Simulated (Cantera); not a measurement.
What does this Cantera script print?

```python
import numpy as np
import cantera as ct

surf = ct.Interface("diamond.yaml", "diamond_100")
gas, bulk = surf.adjacent["gas"], surf.adjacent["diamond"]
k = surf.kinetics_species_index(bulk.species_names[0])
cover = ["c6HH", "c6H*", "c6*H", "c6**", "c6HM", "c6B"]

rows, drift = [], 0.0
print(f"{'xCH3':>10s}{'um/h':>11s}" + "".join(f"{s:>11s}" for s in cover))
for v in [1e-06, 2.5e-06, 6.2e-06, 1.6e-05, 3.9e-05, 9.7e-05, 0.00024, 0.0006, 0.0015]:
    T, P, xH, xCH3 = 1400, 22000, 0.046, v
    gas.TPX = T, P, {"H": xH, "CH3": xCH3, "CH4": 0.018, "H2": 1 - xH - xCH3 - 0.018}
    surf.TP = bulk.TP = T, P
    surf.coverages = "c6H*:0.1, c6HH:0.9"
    surf.advance_coverages(100.0)
    before = surf.coverages
    surf.advance_coverages(100.0)
    drift = max(drift, np.max(np.abs(surf.coverages - before) / (surf.coverages + 1e-9)))
    rate = surf.net_production_rates[k] * bulk.mean_molecular_weight / bulk.density * 3.6e9
    rows.append([rate, *surf[cover].coverages])
    print(f"{v:10.4g}{rate:11.4e}" + "".join(f"{x:11.3e}" for x in rows[-1][1:]))
```

It prints:

```
      xCH3       um/h       c6HH       c6H*       c6*H       c6**       c6HM        c6B
     1e-06 1.8018e-01  3.247e-01  6.181e-02  5.457e-01  6.775e-02  1.177e-06  4.889e-10
   2.5e-06 4.5045e-01  3.247e-01  6.181e-02  5.457e-01  6.775e-02  2.944e-06  1.222e-09
   6.2e-06 1.1171e+00  3.247e-01  6.181e-02  5.457e-01  6.775e-02  7.300e-06  3.031e-09
   1.6e-05 2.8827e+00  3.247e-01  6.181e-02  5.457e-01  6.774e-02  1.884e-05  7.822e-09
   3.9e-05 7.0256e+00  3.247e-01  6.180e-02  5.457e-01  6.773e-02  4.591e-05  1.906e-08
   9.7e-05 1.7468e+01  3.247e-01  6.179e-02  5.456e-01  6.770e-02  1.142e-04  4.740e-08
   0.00024 4.3183e+01  3.246e-01  6.177e-02  5.454e-01  6.762e-02  2.822e-04  1.172e-07
    0.0006 1.0773e+02  3.244e-01  6.171e-02  5.448e-01  6.743e-02  7.044e-04  2.923e-07
    0.0015 2.6790e+02  3.239e-01  6.156e-02  5.435e-01  6.696e-02  1.753e-03  7.270e-07
```

Computed with Cantera and the Harris–Goodwin 1993 mechanism for the reconstructed diamond (100) surface.
